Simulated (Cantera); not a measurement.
An isothermal, constant-pressure homogeneous reactor starts with C₂H₆ : N₂ = 1 : 10 (molar parts), at 1050 K and 13300 Pa. Integrator tolerance rtol = 1e-08.

Computed with Cantera and GRI-Mech 3.0 (53 species, 325 reactions). GRI-Mech 3.0 stops at C3 and has no aromatics, soot or wall deposition, so with more carbon than oxygen in the feed, carbon stays in small species such as C2H2 where larger ones or solid carbon would form.

Problem. What does this change do: temperature 1050 to 1125 K?

Solution. 
| quantity | before | after |
|---|---|---|
| x(C₂H₆) at 100 s | 0.000754 (gas-phase equilibrium 5.79e-5) | 0.000151 (gas-phase equilibrium 2.74e-5) |
| x(CH₃) at 100 s | 2.95e-7 (gas-phase equilibrium 1.85e-7) | 8.26e-7 (gas-phase equilibrium 5.47e-7) |
| x(H₂) at 100 s | 0.0919 (gas-phase equilibrium 0.0321) | 0.109 (gas-phase equilibrium 0.0645) |
| x(C₂H) at 100 s | 1.00e-12 (gas-phase equilibrium <1e-12) | 1.04e-11 (gas-phase equilibrium <1e-12) |
| x(C₂H₂) at 100 s | 0.0224 (gas-phase equilibrium 0.0153) | 0.0449 (gas-phase equilibrium 0.0223) |
